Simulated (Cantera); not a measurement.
Cantera with NASA thermochemical tables; ideal gases at 1 bar, condensed phases pure. Values are per mole of reaction as written; species without (g) are pure solids or liquids, kept so even where they would boil at 1 bar. TaC: taken at fixed stoichiometry.

### Question
Between 775 and 1525 K, where is each reaction favourable under standard conditions?
- 6 TaC + 3 H₂(g) → C₆H₆(g) + 6 Ta

### Answer
- 6 TaC + 3 H₂(g) → C₆H₆(g) + 6 Ta: ΔG° is 1064 kJ at 775 K and 1207 kJ at 1525 K; it stays positive (K < 1). ΔH° is 909 kJ and ΔS° -195 J/K at 1525 K.
